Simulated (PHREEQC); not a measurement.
Dissolve 0.0017 mol/kgw PbCl2, 0.053 mol/kgw HNO3 and 0.0045 mol/kgw Pb(NO3)2 at 25 °C. Closed to the air; pH follows from the charge balance.

The numbers come from PHREEQC with the ion-association model, phreeqc.dat.

Q: The ionic strength comes out as 0.0680 mol/kgw. What activity coefficients do PbNO3+, NO3-, Cl-, Pb+2, H+ get?

A: PbNO3+ 0.80, NO3- 0.78, Cl- 0.79, Pb+2 0.42, H+ 0.84.

Precipitation was switched off in this run.
